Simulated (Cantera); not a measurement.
What does this Cantera script print?

```python
import numpy as np
import cantera as ct

gas_names = """
    C CH CH2 CH3 CH2OH CH3O CH4 CH3OH CN CO CO2 COOH C2 C2H CHCO,ketyl C2H2,acetylene C2H2,vinylidene
    CH2CO,ketene C2H3,vinyl CH3CN CH3CO,acetyl C2H4 C2H4O,ethylen CH3CHO,ethanal CH3COOH (HCOOH)2 C2H5
    C2H6 CH3OCH3 C2H5OH CCN CNC C2N2 C2O C3 C3H3,propargyl C3H4,allene C3H4,propyne C3H4,cyclo-
    C3H5,allyl C3H6,propylene C3H6,cyclo- C3H6O C3H7,n-propyl C3H7,i-propyl C3H8 C3H8O,1propanol
    C3H8O,2propanol C3O2 C4 C4H2 C4H4,1,3-cyclo- C4H6,butadiene C4H6,2-butyne C4H6,cyclo- C4H8,1-butene
    C4H8,cis2-buten C4H8,tr2-butene C4H8,isobutene C4H8,cyclo- (CH3COOH)2 C4H9,n-butyl C4H9,i-butyl
    C4H9,s-butyl C4H9,t-butyl C4H10,isobutane C4H10,n-butane C4N2 C5 C5H6,1,3cyclo- C5H8,cyclo-
    C5H10,1-pentene C5H10,cyclo- C5H11,pentyl C5H11,t-pentyl C5H12,n-pentane C5H12,i-pentane
    CH3C(CH3)2CH3 C6H2 C6H5,phenyl C6H5O,phenoxy C6H6 C6H5OH,phenol C6H10,cyclo- C6H12,1-hexene
    C6H12,cyclo- C6H13,n-hexyl C7H7,benzyl C7H8 C7H8O,cresol C7H14,1-heptene C7H15,n-heptyl
    C7H16,n-heptane C8H8,styrene C8H10,ethylbenz C8H16,1-octene C8H17,n-octyl C8H18,isooctane
    C8H18,n-octane C9H19,n-nonyl C10H8,naphthale C10H21,n-decyl C12H9,o-bipheny C12H10,bipheny H HCN HCO
    HCCN HNC HNCO HNO HNO2 HNO3 HO2 H2 HCHO,formaldehy HCOOH H2O H2O2 N NCO NH NH2 NH3 NH2OH NO NO2 NO3
    N2 N2H2 N2H4 N2O O OH O2 O3 Si SiC SiC2 SiC4H12 SiH SiH2 SiH3 SiH4 SiN SiO SiO2 Si2 Si2C Si2N Si3
""".split()
cond_names = """
    C(gr) C6H6(L) C7H8(L) C8H18(L),n-octa H2O(s) H2O(L) Si(cr) Si(L) SiC(b) SiO2(Lqz) SiO2(hqz) SiO2(L)
    Si2N2O(s) Si3N4(a)
""".split()


def load(file, names, dense=False):
    # The tables refer to 1 bar. Condensed volumes are neglected.
    table = {s.name: s for s in ct.Species.list_from_file(file)}
    out = []
    for n in names:
        d = dict(table[n].input_data)
        d["thermo"] = dict(d["thermo"], **{"reference-pressure": 1e5})
        if dense:
            d["equation-of-state"] = {"model": "constant-volume", "density": "1e6 g/cm^3"}
        out.append(ct.Species.from_dict(d))
    return out


gas = ct.Solution(thermo="ideal-gas", species=load("nasa_gas.yaml", gas_names))
cond = {s.name: ct.Solution(thermo="fixed-stoichiometry", species=[s], name=s.name)
        for s in load("nasa_condensed.yaml", cond_names, dense=True)}
atoms = {
    'SiC': {'Si': 1, 'C': 1},
    'H2O': {'H': 2, 'O': 1},
    'N2': {'N': 2},
    'N2O': {'N': 2, 'O': 1},
}
top_T = {'C(gr)': 4500, 'SiC(b)': 3050, 'Si2N2O(s)': 2100, 'Si3N4(a)': 2400}  # K; cautious upper limits of use, not melting points


def equilibrate(T, P, feed):
    n = {}
    for name, mol in feed.items():
        for a, k in atoms[name].items():
            n[a] = n.get(a, 0.0) + k * mol
    gas.TPX = T, P, n
    mass = sum(n.values()) * gas.mean_molecular_weight
    gas.equilibrate("TP")
    valid = [c for c in cond.values() if c.min_temp <= T <= top_T.get(c.name, c.max_temp)]
    mix = ct.Mixture([(gas, mass / gas.mean_molecular_weight)] + [(c, 0.0) for c in valid])
    mix.T, mix.P = T, P
    mix.equilibrate("TP", solver="vcs", rtol=1e-11, max_steps=5000)
    return mix


results = []
feed = {'SiC': 1, 'H2O': 0.07, 'N2': 3.1, 'N2O': 0.07}  # mol
T = 1625  # K
P = 3600  # Pa
mix = equilibrate(T, P, feed)
results.append((T, P, feed, dict(zip(mix.species_names, mix.species_moles))))
x = sorted(zip(gas.X, gas.species_names), reverse=True)
print(f"T = {T:g} K  P = {P:g} Pa  gas = {mix.phase_moles(0):.4g} mol")
print("   x: " + "  ".join(f"{s} {v:.3e}" for v, s in x if v > 1e-06))
print("   condensed (mol): " + ("  ".join(f"{mix.phase(i).name} {mix.phase_moles(i):.4g}"
      for i in range(1, mix.n_phases) if mix.phase_moles(i) > 1e-12) or "none"))
```

Result:

```
T = 1625 K  P = 3600 Pa  gas = 3.287 mol
   x: N2 9.501e-01  CO 2.823e-02  H2 2.117e-02  SiO 2.672e-04  HCN 1.958e-04  H 5.410e-05  HNC 4.804e-06
   condensed (mol): SiC(b) 0.9065  Si2N2O(s) 0.0463
```

Cantera equilibrium calculation (NASA polynomials, part measured and part estimated; ideal gas, pure solids and liquids). Mutual solubility and eutectic melting of coexisting phases are not modelled.
